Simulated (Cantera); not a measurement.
Mixture: 2.70 % C3H8, 20.4 % O2, 76.9 % N2, at 9.87 atm, adiabatic and at constant volume. Ignition delay is the time to a rise of 400 K.

Computed with Cantera and GRI-Mech 3.0 (53 species, 325 reactions). GRI-Mech 3.0 was tuned for natural gas; its chemistry of propane as a main component is partial and can be far from experiment.

### Question
Predict: delay at 1048 K; delay at 1248 K; delay at 1448 K; delay at 1648 K; delay at 1848 K; apparent activation energy between 1648 and 1848 K.

### Answer
- delay at 1048 K = 25.1 ms
- delay at 1248 K = 0.647 ms
- delay at 1448 K = 33.0 µs
- delay at 1648 K = 4.80 µs
- delay at 1848 K = 1.51 µs
- apparent activation energy between 1648 and 1848 K = 150 kJ/mol
